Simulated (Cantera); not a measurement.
An adiabatic, constant-pressure homogeneous reactor starts with CH₄ : H₂ : O₂ : N₂ : H₂O = 1 : 0.066 : 2.16 : 8.13 : 1.8 (molar parts), equivalence ratio 0.94, at 1325 K and 5.00 bar. Integrator tolerance rtol = 1e-08.

Model: GRI-Mech 3.0 (53 species, 325 reactions), integrated in Cantera.

**Question.** What does this change do: N2 8.13 to 18 parts?

**Answer.** 
```tsv
quantity	before	after
time of steepest temperature rise	1.53 ms	3.16 ms
temperature at 0.200 s	2588 K	2210 K
equilibrium temperature	2588 K	2209 K
x(CH₄) at 0.200 s	<1e-12 (gas-phase equilibrium <1e-12)	<1e-12 (gas-phase equilibrium <1e-12)
x(H₂) at 0.200 s	0.00917 (gas-phase equilibrium 0.00917)	0.00122 (gas-phase equilibrium 0.00122)
x(O₂) at 0.200 s	0.0147 (gas-phase equilibrium 0.0147)	0.00552 (gas-phase equilibrium 0.00543)
x(OH) at 0.200 s	0.0108 (gas-phase equilibrium 0.0108)	0.00180 (gas-phase equilibrium 0.00179)
x(CH₂O) at 0.200 s	2.44e-10 (gas-phase equilibrium 2.44e-10)	3.98e-12 (gas-phase equilibrium 4.02e-12)
```

**Question.** What does this change do: initial temperature 1325 to 1800 K?

**Answer.** 
```
quantity                                                              before                                      after
---------------------------------  -----------------------------------------  -----------------------------------------
time of steepest temperature rise                                    1.53 ms                                    27.6 µs
temperature at 0.200 s                                                2588 K                                     2812 K
equilibrium temperature                                               2588 K                                     2812 K
x(CH₄) at 0.200 s                      <1e-12 (gas-phase equilibrium <1e-12)      <1e-12 (gas-phase equilibrium <1e-12)
x(H₂) at 0.200 s                     0.00917 (gas-phase equilibrium 0.00917)      0.0184 (gas-phase equilibrium 0.0184)
x(O₂) at 0.200 s                       0.0147 (gas-phase equilibrium 0.0147)      0.0202 (gas-phase equilibrium 0.0202)
x(OH) at 0.200 s                       0.0108 (gas-phase equilibrium 0.0108)      0.0205 (gas-phase equilibrium 0.0205)
x(CH₂O) at 0.200 s                 2.44e-10 (gas-phase equilibrium 2.44e-10)  9.15e-10 (gas-phase equilibrium 9.15e-10)
```
